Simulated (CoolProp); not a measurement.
Fluorine at 289.83 K and 1.43 MPa is throttled through a valve to 0.817 MPa with no heat exchange. Each further row changes one setting.

Values from CoolProp's reference Helmholtz-energy equation of state, de Reuck 1990.

| case | temperature change (K) | final density (kg/m³) |
|---|---|---|
| as stated | [?] | [?] |
| outlet pressure 0.245 MPa | [?] | [?] |
| outlet pressure 1.06 MPa | [?] | [?] |

Q: What belongs in the gaps?

A: 
- as stated, temperature change (K): -1.2
- as stated, final density (kg/m³): 13.0
- outlet pressure 0.245 MPa, temperature change (K): -2.4
- outlet pressure 0.245 MPa, final density (kg/m³): 3.90
- outlet pressure 1.06 MPa, temperature change (K): -0.7
- outlet pressure 1.06 MPa, final density (kg/m³): 16.8
